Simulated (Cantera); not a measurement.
A perfectly stirred reactor is fed with 16.7 % H2, 83.3 % O2, at 17.3 Torr; it is held at 1150 K, and followed from long to short residence time.

Computed with Cantera and the H2/O2 subset of GRI-Mech 3.0, which has no nitrogen chemistry. Radical loss at walls, strong at low pressure, is not modelled. The temperature is held fixed by assumption; the heat of reaction is taken as removed at once.

x: mole fraction; the columns are a selection and need not sum to one.

| τ (s) | x H2 | x O2 | x H | x H2O2 | x OH | x O |
|---|---|---|---|---|---|---|
| 0.32 | 0.000846 | 0.815 | 0.000470 | 5.00e-7 | 0.00167 | 0.00263 |
| 0.14 | 0.00140 | 0.813 | 0.00106 | 5.74e-7 | 0.00222 | 0.00446 |
| 0.064 | … | 0.810 | … | 6.34e-7 | … | … |
| 0.029 | 0.00354 | 0.805 | 0.00474 | 6.80e-7 | 0.00379 | 0.0116 |
| 0.013 | 0.00562 | 0.797 | 0.00963 | 7.04e-7 | 0.00491 | 0.0179 |
| 0.0058 | … | 0.786 | … | 7.07e-7 | … | … |
| 0.0026 | 0.0138 | 0.774 | 0.0298 | 7.06e-7 | 0.00757 | 0.0344 |

Question: Some entries are withheld; supply them.

Answer: 
- 0.064, x H2: 0.00223
- 0.064, x H: 0.00225
- 0.064, x OH: 0.00290
- 0.064, x O: 0.00723
- 0.0058, x H2: 0.00886
- 0.0058, x H: 0.0181
- 0.0058, x OH: 0.00621
- 0.0058, x O: 0.0262
